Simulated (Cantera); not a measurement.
CuO + HF + N₂ (oxide etching and cleaning by halides)

Feed: 1 mol CuO, 1.4 mol HF, 14 mol N₂, held at 1775 K and 1330 Pa.

Cantera equilibrium calculation (NASA polynomials, part measured and part estimated; ideal gas, pure solids and liquids). Candidate condensed phases: Cu, CuF₂, CuO, Cu(OH)₂, Cu₂O, H₂O; 45 gas species. Kinetics and transport are ignored.

The x(N₂) is 0.848. The x(HF) is 0.0608, the x(Cu) comes out as 0.0303 and the x(CuF) is 0.0240. The x(O₂) comes out as 0.0235 and the x(H₂O) is 0.0118. The x(NO) is 0.00132 and the x(OH) comes out as 0.000346. The x(O) is 0.000127, the n(Cu(l)) is 0.101 mol and the gas amount is 16.50 mol. The log10 activity of CuF₂(l) (absent) is -6.89.
